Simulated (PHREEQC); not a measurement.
Dissolve 0.023 mol HF, 8.9e-05 mol CsF and 7.3e-06 mol H4SiO4 per kg of water at 13 °C. Closed to the air; pH follows from the charge balance.

All values are PHREEQC results (ion-association model, wateq4f.dat), not measurements.

```json
{
 "pH": "2.42",
 "ionic_strength": "0.00411 mol/kgw",
 "total_alkalinity": "-23.0 meq/kg"
}
```

```tsv
species	molality	activity	log γ
HF	0.0166	0.0166	0.000
H+	0.00402	0.00377	-0.027
F-	0.00387	0.00361	-0.030
H2F2	0.00109	0.00109	0.000
HF2-	0.000220	0.000206	-0.030
Cs+	8.90e-5	8.32e-5	-0.030
SiF6-2	7.30e-6	5.59e-6	-0.116
```

No solid was allowed to form. Complexes and solids missing from the database can't appear. wateq4f.dat counts part of the HF as a dimer, H2F2, which phreeqc.dat doesn't know; its constant is uncertain. At this temperature some constants are extrapolated from 25 °C, and those without enthalpy data are left unchanged. SiF6-2 is the database's only silicon fluoride.
